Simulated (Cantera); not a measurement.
Cantera run:

```python
import numpy as np
import cantera as ct

gas_names = """
    B BCL BCLF BCL2 BCL3 BF BF2 BF3 BH BHF2 BH2 BH3 BN B2 CL CLF CLF3 CL2 F F2 H HCL HF H2 H2F2 H3F3
    H4F4 H5F5 H6F6 H7F7 N NF NF2 NF3 NH NH2 NH3 N2 N2H2 N2H4
""".split()
cond_names = """
    B(b) B(L) BN(s) NH4CL(a) NH4CL(b)
""".split()


def load(file, names, dense=False):
    # The tables refer to 1 bar. Condensed volumes are neglected.
    table = {s.name: s for s in ct.Species.list_from_file(file)}
    out = []
    for n in names:
        d = dict(table[n].input_data)
        d["thermo"] = dict(d["thermo"], **{"reference-pressure": 1e5})
        if dense:
            d["equation-of-state"] = {"model": "constant-volume", "density": "1e6 g/cm^3"}
        out.append(ct.Species.from_dict(d))
    return out


gas = ct.Solution(thermo="ideal-gas", species=load("nasa_gas.yaml", gas_names))
cond = {s.name: ct.Solution(thermo="fixed-stoichiometry", species=[s], name=s.name)
        for s in load("nasa_condensed.yaml", cond_names, dense=True)}
atoms = {
    'BN': {'B': 1, 'N': 1},
    'HF': {'H': 1, 'F': 1},
    'Cl2': {'CL': 2},
}
top_T = {'BN(s)': 3200}  # K; cautious upper limits of use, not melting points


def equilibrate(T, P, feed):
    n = {}
    for name, mol in feed.items():
        for a, k in atoms[name].items():
            n[a] = n.get(a, 0.0) + k * mol
    gas.TPX = T, P, n
    mass = sum(n.values()) * gas.mean_molecular_weight
    gas.equilibrate("TP")
    valid = [c for c in cond.values() if c.min_temp <= T <= top_T.get(c.name, c.max_temp)]
    mix = ct.Mixture([(gas, mass / gas.mean_molecular_weight)] + [(c, 0.0) for c in valid])
    mix.T, mix.P = T, P
    mix.equilibrate("TP", solver="vcs", rtol=1e-11, max_steps=5000)
    return mix


results = []
feed = {'BN': 1, 'HF': 3.3, 'Cl2': 22}  # mol
T = 900  # K
P = 4000  # Pa
mix = equilibrate(T, P, feed)
results.append((T, P, feed, dict(zip(mix.species_names, mix.species_moles))))
print(gas.report(threshold=1e-06))
for i in range(1, mix.n_phases):
    print(f"{mix.phase(i).name:16s} {mix.phase_moles(i):12.5e} mol")
```

Output:

```
       temperature   900 K
          pressure   4000 Pa
           density   0.034869 kg/m^3
  mean mol. weight   65.232 kg/kmol
   phase of matter   gas

                          1 kg             1 kmol
                     ---------------   ---------------
          enthalpy        -5.684e+05       -3.7078e+07  J
   internal energy       -6.8312e+05       -4.4561e+07  J
           entropy            4463.2        2.9114e+05  J/K
    Gibbs function       -4.5853e+06        -2.991e+08  J
 heat capacity c_p            580.19             37847  J/K
 heat capacity c_v            452.73             29533  J/K

                      mass frac. Y      mole frac. X     chem. pot. / RT
                     ---------------   ---------------   ---------------
               BF3          0.041078          0.039519           -191.95
                CL         0.0001808        0.00033268           -16.062
               CL2           0.88036           0.80998           -32.124
               HCL          0.066262           0.11856           -41.705
                HF         0.0036361          0.011856           -66.508
                N2         0.0084858           0.01976            -31.74
     [  +34 minor]        5.5041e-09        6.3286e-09

B(b)              0.00000e+00 mol
BN(s)             0.00000e+00 mol
```

Cantera equilibrium calculation (NASA polynomials, part measured and part estimated; ideal gas, pure solids and liquids).
